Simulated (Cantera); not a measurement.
Stirred combustor or abatement burner

A perfectly stirred reactor is fed with H2 : O2 : N2 : H2O = 1.5 : 0.556 : 2.09 : 0.32 (molar parts), equivalence ratio 1.3, at 49000 Pa; it is adiabatic with a 450 K inlet, and is followed from long to short residence time, starting on the burning branch (τ in s: 0.41, 0.15, 0.056, 0.021, 0.0075, 0.0028, 0.001, 0.00038, 0.00014, 5.1e-05).

Detailed kinetics in Cantera: GRI-Mech 3.0 (53 species, 325 reactions).

```tsv
τ (s)	T (K)	x H2	x O2	x H2O	x O	x NO2	x HO2
0.41	2242	0.0984	0.000112	0.362	6.60e-5	2.86e-9	4.46e-8
0.15	2231	0.0982	0.000182	0.361	0.000104	2.59e-9	7.52e-8
0.056	2210	0.0979	0.000346	0.359	0.000196	2.13e-9	1.48e-7
0.021	2174	0.0975	0.000709	0.356	0.000408	1.56e-9	3.05e-7
0.0075	2113	0.0971	0.00151	0.350	0.000885	1.03e-9	6.23e-7
0.0028	2023	0.0968	0.00293	0.341	0.00175	7.16e-10	1.18e-6
0.0010	1892	0.0963	0.00533	0.330	0.00315	5.70e-10	2.22e-6
0.00038	1737	0.0953	0.00855	0.318	0.00476	4.79e-10	3.94e-6
0.00014	1554	0.0956	0.0135	0.303	0.00615	3.34e-10	7.40e-6
5.1e-5	1342	0.115	0.0265	0.274	0.00626	1.55e-10	1.81e-5
```
x: mole fraction; the columns are a selection and need not sum to one.
